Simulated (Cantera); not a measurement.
## Stirred combustor or abatement burner

A perfectly stirred reactor is fed with H₂ : O₂ : N₂ = 1 : 1.04 : 3.92 (molar parts), equivalence ratio 0.48, at 101000 Pa; it is adiabatic with a 325 K inlet, and is followed from long to short residence time, starting on the burning branch (τ in s: 0.066, 0.029, 0.013, 0.0056, 0.0025, 0.0011, 0.00047, 0.00021, 9.1e-05, 4e-05, 1.7e-05, 7.6e-06, 3.3e-06).

Cantera simulation using the H2/O2 subset of GRI-Mech 3.0, which has no nitrogen chemistry; the numbers are that mechanism's predictions, not measurements.

```
τ (s)    T (K)      x H₂    x O₂       x H   x H₂O       x O    x HO₂
-------  -----  --------  ------  --------  ------  --------  -------
0.066     1618  0.000200  0.0986   2.17e-5   0.182  0.000150  3.61e-6
0.029     1615  0.000345  0.0985   4.96e-5   0.182  0.000261  5.89e-6
0.013     1610  0.000586  0.0984  0.000111   0.181  0.000447  9.36e-6
0.0056    1601   0.00102  0.0983  0.000255   0.180  0.000777  1.47e-5
0.0025    1587   0.00171  0.0982  0.000559   0.179   0.00130  2.19e-5
0.0011    1564   0.00289  0.0982   0.00121   0.177   0.00213  3.13e-5
0.00047   1526   0.00492  0.0984   0.00258   0.173   0.00337  4.29e-5
0.00021   1469   0.00825  0.0995   0.00494   0.168   0.00478  5.57e-5
9.1e-5    1376    0.0153   0.103   0.00867   0.158   0.00583  7.31e-5
4.0e-5     325     0.168   0.174    <1e-12  <1e-12    <1e-12   <1e-12
1.7e-5     325     0.168   0.174    <1e-12  <1e-12    <1e-12   <1e-12
7.6e-6     325     0.168   0.174    <1e-12  <1e-12    <1e-12   <1e-12
3.3e-6     325     0.168   0.174    <1e-12  <1e-12    <1e-12   <1e-12
```
x: mole fraction; the columns are a selection and need not sum to one.
